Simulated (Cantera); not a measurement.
A perfectly stirred reactor is fed with H₂ : O₂ : N₂ = 1.7 : 1 : 6.5 (molar parts), equivalence ratio 0.85, at 100000 Pa; it is held at 1050 K, and followed from long to short residence time.

Computed with Cantera and the H2/O2 subset of GRI-Mech 3.0, which has no nitrogen chemistry. The temperature is held fixed by assumption; the heat of reaction is taken as removed at once.

Problem. What does this change do: temperature 1050 to 1250 K?

Solution. 
```
quantity                before     after
---------------------  -------  --------
x(H₂) at τ = 0.300 s   0.00828  0.000360
x(O₂) at τ = 0.300 s    0.0220    0.0181
x(HO₂) at τ = 0.300 s  3.02e-5   6.37e-6
x(OH) at τ = 0.300 s   4.99e-6  0.000162
x(O) at τ = 0.300 s    3.28e-6   1.77e-5
x(H₂) at τ = 33.0 ms    0.0134   0.00144
x(O₂) at τ = 33.0 ms    0.0245    0.0186
x(HO₂) at τ = 33.0 ms  3.77e-5   1.38e-5
x(OH) at τ = 33.0 ms   2.67e-5  0.000356
x(O) at τ = 33.0 ms    2.00e-5   8.73e-5
```

Problem. What does this change do: N2 6.5 to 9.3 parts?

Solution. 
| quantity | before | after |
|---|---|---|
| x(H₂) at τ = 0.300 s | 0.00828 | 0.00330 |
| x(O₂) at τ = 0.300 s | 0.0220 | 0.0151 |
| x(HO₂) at τ = 0.300 s | 3.02e-5 | 1.70e-5 |
| x(OH) at τ = 0.300 s | 4.99e-6 | 1.00e-5 |
| x(O) at τ = 0.300 s | 3.28e-6 | 5.49e-6 |
| x(H₂) at τ = 33.0 ms | 0.0134 | 0.00652 |
| x(O₂) at τ = 33.0 ms | 0.0245 | 0.0166 |
| x(HO₂) at τ = 33.0 ms | 3.77e-5 | 2.12e-5 |
| x(OH) at τ = 33.0 ms | 2.67e-5 | 4.39e-5 |
| x(O) at τ = 33.0 ms | 2.00e-5 | 3.05e-5 |
